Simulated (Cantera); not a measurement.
Cantera run:

```python
import numpy as np
import cantera as ct

gas_names = """
    C CN CO CO2 C2 CCN CNC C2N2 C2O C3 C3O2 C4 C4N2 C5 Fe FeC5O5 FeO N NCO NO NO2 NO3 N2 N2O O O2 O3
""".split()
cond_names = """
    C(gr) Fe(a) Fe(c) Fe(d) Fe(L) FeC5O5(L) FeO(s) FeO(L) Fe2O3(s) Fe3O4(s)
""".split()


# ... load() reads the species with a 1 bar reference pressure and builds the phases ...
atoms = {
    'Fe3O4': {'Fe': 3, 'O': 4},
    'C': {'C': 1},
    'N2': {'N': 2},
}
top_T = {'C(gr)': 4500, 'Fe2O3(s)': 1830, 'Fe3O4(s)': 1870}  # K; cautious upper limits of use, not melting points


# ... equilibrate(T, P, feed) seeds the gas with the atoms and calls Mixture.equilibrate('TP', solver="vcs", rtol=1e-11, max_steps=5000) ...
results = []
feed = {'Fe3O4': 1, 'C': 0.3, 'N2': 0.25}  # mol
T = 1848  # K
P = 30  # Pa
mix = equilibrate(T, P, feed)
results.append((T, P, feed, dict(zip(mix.species_names, mix.species_moles))))
x = sorted(zip(gas.X, gas.species_names), reverse=True)
print(f"T = {T:g} K  P = {P:g} Pa  gas = {mix.phase_moles(0):.4g} mol")
print("   x: " + "  ".join(f"{s} {v:.3e}" for v, s in x if v > 0.0001))
print("   condensed (mol): " + ("  ".join(f"{mix.phase(i).name} {mix.phase_moles(i):.4g}"
      for i in range(1, mix.n_phases) if mix.phase_moles(i) > 1e-12) or "none"))
```

It prints:

```
T = 1848 K  P = 30 Pa  gas = 0.7594 mol
   x: CO2 3.808e-01  N2 3.275e-01  O2 2.663e-01  CO 1.422e-02  O 5.643e-03  NO 3.536e-03  FeO 1.167e-03  Fe 8.102e-04
   condensed (mol): FeO(L) 2.998
```

Equilibrium computed with Cantera from the NASA thermochemical tables; the gas is ideal and each condensed phase is pure. The tables' stoichiometric FeO is somewhat more stable than real wüstite, so its field is too wide. FeO: taken at fixed stoichiometry.
